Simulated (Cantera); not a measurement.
A freely propagating, adiabatic, planar premixed flame of 15.6 % CH3OH, 17.9 % O2, 66.5 % N2, unburnt at 525 K and 26000 Pa; mixture-averaged transport, grid criteria slope 0.08 and curve 0.16, no radiation.

Detailed kinetics in Cantera: GRI-Mech 3.0 (53 species, 325 reactions). GRI-Mech 3.0 was tuned for natural gas; its chemistry of methanol as a main component is partial and can be far from experiment. Burning velocities carry a grid error of a few per cent, more on coarse grids.

Question: Predict: laminar burning velocity; thermal thickness; peak x(C2H2); peak x(C2H4); peak x(C2H6).

Answer: 
```
Property                    Result
------------------------  --------
laminar burning velocity  145 cm/s
thermal thickness         0.788 mm
peak x(C2H2)               4.14e-6
peak x(C2H4)               6.33e-6
peak x(C2H6)               9.14e-7
```
